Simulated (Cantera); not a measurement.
What does this Cantera script print?

```python
import numpy as np
import cantera as ct

gas_names = [...]  # 123 gases of nasa_gas.yaml made of C, H, O, S
cond_names = """
    C(gr) C6H6(L) C7H8(L) C8H18(L),n-octa H2O(s) H2O(L) H2SO4(L) S(cr1) S(cr2) S(L)
""".split()


# ... load() reads the species with a 1 bar reference pressure and builds the phases ...
atoms = {
    'CS2': {'C': 1, 'S': 2},
    'O2': {'O': 2},
    'H2': {'H': 2},
}
top_T = {'C(gr)': 4500}  # K; cautious upper limits of use, not melting points


# ... equilibrate(T, P, feed) seeds the gas with the atoms and calls Mixture.equilibrate('TP', solver="vcs", rtol=1e-11, max_steps=5000) ...
results = []
feed = {'CS2': 1, 'O2': 0.1, 'H2': 2}  # mol
P = 21000000  # Pa
for T in [2348, 2498, 2648, 2798, 2948, 3098, 3248, 3398]:
    mix = equilibrate(T, P, feed)
    results.append((T, P, feed, dict(zip(mix.species_names, mix.species_moles))))
    x = sorted(zip(gas.X, gas.species_names), reverse=True)
    print(f"T = {T:g} K  P = {P:g} Pa  gas = {mix.phase_moles(0):.4g} mol")
    print("   x: " + "  ".join(f"{s} {v:.3e}" for v, s in x if v > 1e-06))
    print("   condensed (mol): " + ("  ".join(f"{mix.phase(i).name} {mix.phase_moles(i):.4g}"
          for i in range(1, mix.n_phases) if mix.phase_moles(i) > 1e-12) or "none"))
```

Output:

```
T = 2348 K  P = 2.1e+07 Pa  gas = 2.773 mol
   x: H2 3.937e-01  H2S 3.028e-01  CS2 1.541e-01  CO 6.984e-02  S2 4.054e-02  SH 1.741e-02  CS 9.546e-03  CH4 6.359e-03  C2H2,acetylene 2.152e-03  COS 2.067e-03  H 5.347e-04  S 3.085e-04  C2H4 2.296e-04  H2O 2.100e-04  CH3 1.606e-04  C3H4,propyne 7.575e-06  CO2 6.474e-06  C4H2 4.826e-06  C3H4,allene 3.202e-06  C2H3,vinyl 2.936e-06  C2H6 2.787e-06  C3H3,propargyl 2.609e-06  HCHO,formaldehy 2.328e-06  CH2CO,ketene 1.619e-06  HCO 1.428e-06
   condensed (mol): C(gr) 0.3155
T = 2498 K  P = 2.1e+07 Pa  gas = 2.848 mol
   x: H2 4.199e-01  H2S 2.532e-01  CS2 1.590e-01  CO 6.842e-02  S2 4.344e-02  SH 2.333e-02  CS 1.858e-02  CH4 5.571e-03  C2H2,acetylene 4.504e-03  COS 1.627e-03  H 1.114e-03  S 6.250e-04  C2H4 2.906e-04  CH3 2.661e-04  H2O 1.474e-04  C4H2 1.995e-05  C3H4,propyne 1.445e-05  C3H3,propargyl 7.959e-06  C2H3,vinyl 7.718e-06  C3H4,allene 6.255e-06  CO2 3.878e-06  C2H2,vinylidene 3.487e-06  C2H6 2.461e-06  HCHO,formaldehy 2.430e-06  HCO 2.303e-06  CH2CO,ketene 2.052e-06  C3H5,allyl 1.506e-06  CH2 1.462e-06
   condensed (mol): C(gr) 0.2502
T = 2648 K  P = 2.1e+07 Pa  gas = 2.928 mol
   x: H2 4.375e-01  H2S 2.100e-01  CS2 1.591e-01  CO 6.690e-02  S2 4.502e-02  CS 3.298e-02  SH 2.960e-02  C2H2,acetylene 8.523e-03  CH4 4.821e-03  H 2.123e-03  COS 1.296e-03  S 1.154e-03  CH3 4.060e-04  C2H4 3.471e-04  H2O 1.058e-04  C4H2 6.888e-05  C3H4,propyne 2.480e-05  C3H3,propargyl 2.084e-05  C2H3,vinyl 1.772e-05  C3H4,allene 1.097e-05  C2H2,vinylidene 1.064e-05  CH2 4.251e-06  C2H 3.989e-06  HCO 3.476e-06  C3H5,allyl 2.532e-06  CH2CO,ketene 2.486e-06  HCHO,formaldehy 2.479e-06  CO2 2.454e-06  C2H6 2.108e-06  SO 1.104e-06  C3H6,propylene 1.103e-06  C2H5 1.042e-06
   condensed (mol): C(gr) 0.1693
T = 2798 K  P = 2.1e+07 Pa  gas = 3.014 mol
   x: H2 4.464e-01  H2S 1.721e-01  CS2 1.542e-01  CO 6.522e-02  CS 5.404e-02  S2 4.509e-02  SH 3.575e-02  C2H2,acetylene 1.479e-02  CH4 4.113e-03  H 3.746e-03  S 1.968e-03  COS 1.039e-03  CH3 5.768e-04  C2H4 3.934e-04  C4H2 2.041e-04  H2O 7.729e-05  C3H3,propargyl 4.790e-05  C3H4,propyne 3.884e-05  C2H3,vinyl 3.625e-05  C2H2,vinylidene 2.825e-05  C3H4,allene 1.751e-05  C2H 1.561e-05  CH2 1.082e-05  HCO 4.957e-06  C3H5,allyl 3.862e-06  C6H2 2.974e-06  CH2CO,ketene 2.890e-06  HCHO,formaldehy 2.475e-06  C2H6 1.750e-06  CO2 1.622e-06  C2H5 1.395e-06  SO 1.263e-06  C3H6,propylene 1.178e-06
   condensed (mol): C(gr) 0.06275
T = 2948 K  P = 2.1e+07 Pa  gas = 3.092 mol
   x: H2 4.484e-01  H2S 1.468e-01  CS2 1.400e-01  CS 7.590e-02  CO 6.373e-02  S2 4.827e-02  SH 4.346e-02  C2H2,acetylene 1.829e-02  H 6.202e-03  S 3.285e-03  CH4 3.045e-03  COS 8.818e-04  CH3 6.766e-04  C2H4 3.274e-04  C4H2 3.110e-04  C3H3,propargyl 6.609e-05  H2O 6.591e-05  C2H3,vinyl 5.155e-05  C2H2,vinylidene 5.103e-05  C2H 4.029e-05  C3H4,propyne 3.776e-05  CH2 2.156e-05  C3H4,allene 1.732e-05  HCO 6.772e-06  C6H2 5.606e-06  C3H5,allyl 3.645e-06  CH2CO,ketene 2.855e-06  HCHO,formaldehy 2.441e-06  SO 1.689e-06  C2H5 1.341e-06  CO2 1.284e-06  C2H6 1.089e-06
   condensed (mol): none
T = 3098 K  P = 2.1e+07 Pa  gas = 3.156 mol
   x: H2 4.481e-01  H2S 1.306e-01  CS2 1.204e-01  CS 9.373e-02  CO 6.250e-02  S2 5.457e-02  SH 5.331e-02  C2H2,acetylene 1.720e-02  H 9.764e-03  S 5.383e-03  CH4 2.039e-03  COS 7.865e-04  CH3 6.853e-04  C4H2 2.755e-04  C2H4 2.147e-04  C2H 7.376e-05  C2H2,vinylidene 6.746e-05  H2O 6.457e-05  C3H3,propargyl 6.046e-05  C2H3,vinyl 5.487e-05  CH2 3.528e-05  C3H4,propyne 2.516e-05  C3H4,allene 1.173e-05  HCO 8.973e-06  C6H2 4.695e-06  SO 2.574e-06  CH2CO,ketene 2.491e-06  HCHO,formaldehy 2.408e-06  C3H5,allyl 2.359e-06  CH 1.518e-06  C3 1.308e-06  CO2 1.185e-06
   condensed (mol): none
T = 3248 K  P = 2.1e+07 Pa  gas = 3.222 mol
   x: H2 4.456e-01  H2S 1.154e-01  CS 1.109e-01  CS2 1.015e-01  SH 6.322e-02  CO 6.128e-02  S2 5.957e-02  C2H2,acetylene 1.588e-02  H 1.471e-02  S 8.331e-03  CH4 1.394e-03  COS 7.000e-04  CH3 6.811e-04  C4H2 2.363e-04  C2H4 1.422e-04  C2H 1.248e-04  C2H2,vinylidene 8.469e-05  H2O 6.362e-05  C2H3,vinyl 5.651e-05  CH2 5.430e-05  C3H3,propargyl 5.376e-05  C3H4,propyne 1.676e-05  HCO 1.153e-05  C3H4,allene 7.923e-06  SO 3.763e-06  C6H2 3.754e-06  CH 3.448e-06  C3 2.716e-06  HCHO,formaldehy 2.364e-06  CH2CO,ketene 2.168e-06  C3H5,allyl 1.528e-06  C 1.157e-06  CO2 1.111e-06
   condensed (mol): none
T = 3398 K  P = 2.1e+07 Pa  gas = 3.291 mol
   x: H2 4.410e-01  CS 1.265e-01  H2S 1.013e-01  CS2 8.411e-02  SH 7.277e-02  S2 6.302e-02  CO 6.006e-02  H 2.133e-02  C2H2,acetylene 1.446e-02  S 1.226e-02  CH4 9.714e-04  CH3 6.663e-04  COS 6.217e-04  C2H 1.977e-04  C4H2 1.976e-04  C2H2,vinylidene 1.018e-04  C2H4 9.520e-05  CH2 7.930e-05  H2O 6.295e-05  C2H3,vinyl 5.665e-05  C3H3,propargyl 4.676e-05  HCO 1.444e-05  C3H4,propyne 1.118e-05  CH 7.205e-06  C3H4,allene 5.356e-06  SO 5.299e-06  C3 5.140e-06  C 2.970e-06  C6H2 2.899e-06  HCHO,formaldehy 2.311e-06  CH2CO,ketene 1.883e-06  OH 1.323e-06  C2 1.293e-06  C2O 1.130e-06  CO2 1.055e-06
   condensed (mol): none
```

Equilibrium computed with Cantera from the NASA thermochemical tables; the gas is ideal and each condensed phase is pure. The ideal-gas law is rough above about 30 bar.
